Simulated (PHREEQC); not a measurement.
0.073 g of hydrous ferric oxide (600 m²/g; 0.2 weak and 0.005 strong sites per Fe, Dzombak-Morel constants, diffuse double layer) in 1 kg of water with 0.001 mol/kgw of an inert sodium salt and 7.5e-07 mol NiCl2, at 25 °C; the pH is set by adding NaOH or the inert anion's acid. O2 is buffered at 0.21 atm. The system is closed to CO2. No solid was allowed to form.

Base run: PHREEQC, ion-association model, wateq4f.dat. Each further column changes one thing. The table gives surface charge σ (C/m²).

| pH | base | background salt from 0.001 to 0.0001 mol/kgw | oxide from 0.073 to 0.36 g/kgw | 0.00029 mol/kgw NaF added |
|---|---|---|---|---|
| 4 | 0.118 | 0.067 | 0.121 | 0.046 |
| 5.33 | 0.037 | ? | 0.037 | ? |
| 6 | 0.019 | 0.007 | 0.019 | 0.013 |
| 7.33 | 0.004 | 0.001 | 0.004 | 0.004 |
| 8.67 | -0.002 | -0.001 | -0.002 | ? |
| 10 | -0.015 | -0.007 | ? | -0.017 |
| 10.67 | -0.035 | ? | -0.035 | -0.038 |
| 12 | -0.199 | ? | -0.201 | -0.200 |

Question: What belongs in the gaps?

Answer: 
- 5.33, background salt from 0.001 to 0.0001 mol/kgw: 0.014
- 5.33, 0.00029 mol/kgw NaF added: 0.020
- 8.67, 0.00029 mol/kgw NaF added: -0.003
- 10, oxide from 0.073 to 0.36 g/kgw: -0.016
- 10.67, background salt from 0.001 to 0.0001 mol/kgw: -0.023
- 12, background salt from 0.001 to 0.0001 mol/kgw: -0.195
